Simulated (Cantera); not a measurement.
A closed system holds: 1 mol PbO, 0.18 mol H₂, 0.56 mol N₂, equilibrated at 1200 K and 200 Pa.

Equilibrium computed with Cantera from the NASA thermochemical tables; the gas is ideal and each condensed phase is pure. Candidate condensed phases: H₂O, Pb, PbO, PbO₂, Pb₃O₄; 27 gas species. The numbers say what is thermodynamically allowed, not how fast it happens.

Base state: N₂ 0.588, H₂O 0.189, Pb 0.189, PbO 0.0341, H₂ 3.38e-5 (mole fractions); condensed: PbO(l).

Task: What changes in the equilibrium state with this change: temperature from 1200 K to 1025 K?

Result: 
| species | before | after |
|---|---|---|
| N₂ | 0.588 | 0.746 |
| H₂O | 0.189 | 0.240 |
| Pb | 0.189 | 0.0139 |
| PbO | 0.0341 | 0.000343 |
| H₂ | 3.38e-5 | 3.86e-5 |
| PbO(l), mol | 0.788 | 0 |
| Pb(l), mol | 0 | 0.170 |
| PbO(yellow), mol | 0 | 0.820 |
Mutual solubility and eutectic melting of coexisting phases are not modelled.

Task: What changes in the equilibrium state with this change: PbO replaced by Pb?

Result: 
```tsv
species	before	after
N₂	0.588	0.513
Pb	0.189	0.322
H₂	3.38e-5	0.165
H₂O	0.189	0
PbO	0.0341	0
Pb₂	4.14e-6	1.20e-5
PbO(l), mol	0.788	0
Pb(l), mol	0	0.649
```

Task: What changes in the equilibrium state with this change: PbO replaced by Hg?

Result: 
| species | before | after |
|---|---|---|
| Hg | 0 | 0.575 |
| N₂ | 0.588 | 0.322 |
| H₂ | 3.38e-5 | 0.103 |
| H₂O | 0.189 | 0 |
| Pb | 0.189 | 0 |
| PbO | 0.0341 | 0 |
| PbO(l), mol | 0.788 | 0 |
Further candidate phases: Hg.
